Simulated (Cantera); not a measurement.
An isothermal, constant-pressure homogeneous reactor starts with H2 : O2 = 0.17 : 1 (molar parts), equivalence ratio 0.085, at 950 K and 20.0 Torr.

Computed with Cantera and the H2/O2 subset of GRI-Mech 3.0, which has no nitrogen chemistry. Radical loss at walls, strong at low pressure, is not modelled. The temperature is held fixed by assumption; the heat of reaction is taken as removed at once.

One state of this run: x H2 = 0.0151; x O2 = 0.817; x H2O = 0.119; x OH = 0.00406; x H = 0.0288. x: mole fraction; the columns are a selection and need not sum to one.

Question: Which value of t (s) does it belong to?
(A) 0.000892
(B) 0.00188
(C) 0.00839
(D) 0.00397

Answer: D, 0.00397
